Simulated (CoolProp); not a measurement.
R13 at 293.15 K and 5.37 MPa flows at 3.7 m/s in a round tube of 25 mm bore and 1.5 µm roughness, fully developed (64/Re and Nu = 3.66 if laminar; Colebrook and Gnielinski if turbulent). Each further row changes one setting.

Computed with CoolProp (reference Helmholtz-energy equation of state, Platzer 1990). This equation is an older, rougher fit; its heat capacities, sound speeds and derivatives of the liquid may be far off and weren't checked against measurements.

| case | Reynolds number | Darcy friction factor | pressure drop (Pa/m) | heat-transfer coefficient (W/(m² K)) | mass flow (kg/h) |
|---|---|---|---|---|---|
| as stated | 1180000 | 0.0126 | 3570 | 5860 | 6770 |
| velocity 7.4 m/s | 2350000 | ? | 13500 | 11100 | 13500 |
| diameter 50 mm | 2350000 | ? | 1580 | 5260 | ? |

**Question.** Complete the blanks.

**Answer.** 
- velocity 7.4 m/s, Darcy friction factor: 0.0119
- diameter 50 mm, Darcy friction factor: 0.0111
- diameter 50 mm, mass flow (kg/h): 27100

Viscosity comes from a separate model (Huber 2003), an estimate that may be off by 10 % or more. Thermal conductivity comes from a separate model (Huber 2003), an estimate that may be off by 10 % or more.
